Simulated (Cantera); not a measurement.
Charge: 1 mol B2O3, 1.1 mol H2, 5.9 mol N2, at 0.860 bar.

Points: T (K) = 1400, 1450, 1500, 1550, 1600, 1650, 1700, 1750, 1800, 1850.

Cantera's Mixture.equilibrate('TP', solver="vcs", rtol=1e-11, max_steps=5000) on the NASA tables stopped like this:

```
ERROR: FAILURE its = 5001!

*******************************************************************************
CanteraError thrown by MultiPhase::equilibrate:
VCS solver failed. Return code: -1
*******************************************************************************
```

What got this run through?

One answer among several that fit: The failure is numerical, not chemical. The same input converged with solver="gibbs", rtol=1e-10, max_steps=50000, and the result passed a check of the equilibrium conditions:
```
log10 of partial pressures in bar; condensed amounts in mol
       T/K        N2        H2      HBO2      B2O3       HBO       H2O      B2O2         H     BN(s)   B2O3(L)
      1400    -0.140    -0.873    -3.534    -5.619    -4.950    -3.009    -8.028    -5.749   0.00608    0.9957
      1450    -0.140    -0.873    -3.324    -5.124    -4.581    -3.019    -7.355    -5.461   0.00641    0.9947
      1500    -0.140    -0.874    -3.130    -4.664    -4.237    -3.029    -6.729    -5.191  0.006932    0.9931
      1550    -0.140    -0.874    -2.949    -4.235    -3.917    -3.039    -6.144    -4.939  0.007679    0.9906
      1600    -0.140    -0.875    -2.781    -3.834    -3.617    -3.050    -5.597    -4.702  0.008669    0.9867
      1650    -0.141    -0.877    -2.624    -3.459    -3.337    -3.060    -5.085    -4.480  0.009878    0.9806
      1700    -0.141    -0.880    -2.478    -3.107    -3.074    -3.072    -4.603    -4.272    0.0112    0.9708
      1750    -0.142    -0.884    -2.342    -2.776    -2.828    -3.085    -4.151    -4.075   0.01239    0.9548
      1800    -0.144    -0.890    -2.216    -2.465    -2.597    -3.100    -3.724    -3.891   0.01291    0.9283
      1850    -0.147    -0.899    -2.099    -2.172    -2.380    -3.117    -3.320    -3.718   0.01173    0.8839
```

The gas is ideal and each condensed phase is pure. N2 is the only nitrogen source here; it is nearly inert below about 1500 K, so the nitride shown seldom forms there in practice. Mutual solubility and eutectic melting of coexisting phases are not modelled. Gases not in the tables: H3BO3.
